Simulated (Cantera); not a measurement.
## Equilibrium for silicon epitaxy and polysilicon growth: Si2H6 + Cl2 + H2

Charge: 1 mol Si2H6, 0.053 mol Cl2, 960 mol H2, at 700 °C and 1.05 Torr.

These are equilibrium values from Cantera (NASA tables, ideal gas, pure condensed phases), not measurements of a reactor. Candidate condensed phases: Si; 19 gas species. The feed counts by its element totals alone. Kinetics and transport are ignored.

The x(H2) is 1.000 and the x(HCl) is 0.000110. The n(Si(s)) comes out as 2.00 mol and the gas amount is 963.1 mol.
